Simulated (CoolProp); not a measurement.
A closed Brayton cycle with nitrogen: compressor inlet 307.15 K and 5 MPa, high pressure 11 MPa, turbine inlet 930 K, compressor efficiency 0.8, turbine efficiency 0.9, recuperator effectiveness 0.95 (on enthalpy, no pinch check). Each further row changes one setting.

Computed with CoolProp (reference Helmholtz-energy equation of state, Span 2000).

```
case                           thermal efficiency (%)  net work (kJ/kg)  compressor to turbine work  compressor exit (K)  turbine exit (K)
-----------------------------  ----------------------  ----------------  --------------------------  -------------------  ----------------
as stated                                        38.4              79.4                        0.56                405.0             773.8
turbine inlet 880 K                              35.8              69.6                        0.60                405.0               [?]
compressor inlet 317.15 K                         [?]              75.8                         [?]                  [?]             773.8
high pressure 9.35 MPa                           39.0              68.0                         [?]                  [?]             803.8
recuperator effectiveness 0.5                     [?]              79.4                        0.56                405.0             773.8
```

Complete the blanks.


- turbine inlet 880 K, turbine exit (K): 730.8
- compressor inlet 317.15 K, thermal efficiency (%): 36.9
- compressor inlet 317.15 K, compressor to turbine work: 0.58
- compressor inlet 317.15 K, compressor exit (K): 418.2
- high pressure 9.35 MPa, compressor to turbine work: 0.54
- high pressure 9.35 MPa, compressor exit (K): 383.0
- recuperator effectiveness 0.5, thermal efficiency (%): 20.5
